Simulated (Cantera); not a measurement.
Feed: 1 mol FeCl₂, 0.29 mol H₂O, 0.1 mol N₂, equilibrated at 0.00180 bar.

These are equilibrium values from Cantera (NASA tables, ideal gas, pure condensed phases), not measurements of a reactor. Candidate condensed phases: Fe, FeCl₂, FeCl₃, FeO, Fe(OH)₂, Fe(OH)₃, Fe₂O₃, Fe₃O₄, H₂O, NH₄Cl; 37 gas species. Mutual solubility and eutectic melting of coexisting phases are not modelled. The tables' stoichiometric FeO is somewhat more stable than real wüstite, so its field is too wide. FeO: taken at fixed stoichiometry. Rates play no part.

x: gas mole fraction; n: condensed amount in mol.

| T (K) | x FeCl₂ | x HCl | x N₂ | x H₂O | x Cl | x Fe₂Cl₄ | n FeO(s) | n Fe₃O₄(s) | n FeO(l) |
|---|---|---|---|---|---|---|---|---|---|
| 950 | 0.499 | 0.407 | 0.0729 | 0.00703 | 1.88e-7 | 0.0126 | 0.278 | 0.000634 | 0 |
| 1025 | 0.517 | 0.395 | 0.0722 | 0.0113 | 1.30e-6 | 0.00360 | 0.271 | 0.000836 | 0 |
| 1100 | 0.526 | 0.382 | 0.0720 | [?] | [?] | [?] | 0.262 | [?] | 0 |
| 1175 | 0.534 | 0.369 | 0.0720 | [?] | [?] | [?] | 0.253 | 0.00115 | 0 |
| 1250 | 0.542 | 0.355 | 0.0720 | 0.0304 | 0.000107 | 0.000197 | 0.243 | 0.00119 | 0 |
| 1325 | 0.549 | 0.340 | 0.0719 | 0.0375 | 0.000337 | 9.40e-5 | 0.234 | 0.00108 | 0 |
| 1400 | 0.555 | 0.326 | 0.0719 | 0.0444 | 0.000945 | 4.87e-5 | 0.226 | 0.000669 | 0 |
| 1475 | 0.561 | 0.313 | 0.0719 | 0.0509 | 0.00222 | 2.70e-5 | 0.219 | 0 | 0 |
| 1550 | 0.566 | 0.299 | 0.0718 | 0.0567 | 0.00392 | 1.59e-5 | 0.211 | 0 | 0 |
| 1625 | 0.571 | 0.286 | 0.0717 | 0.0616 | 0.00651 | 9.80e-6 | 0.204 | 0 | 0 |
| 1700 | 0.572 | 0.276 | 0.0715 | 0.0639 | 0.0104 | 6.27e-6 | 0 | 0 | 0.200 |
| 1775 | 0.570 | 0.268 | 0.0713 | 0.0646 | 0.0162 | 4.13e-6 | 0 | 0 | 0.199 |

Q: Complete the blanks.

A: 
- 1100, x H₂O: 0.0169
- 1100, x Cl: 6.87e-6
- 1100, x Fe₂Cl₄: 0.00120
- 1100, n Fe₃O₄(s): 0.00102
- 1175, x H₂O: 0.0234
- 1175, x Cl: 2.95e-5
- 1175, x Fe₂Cl₄: 0.000457
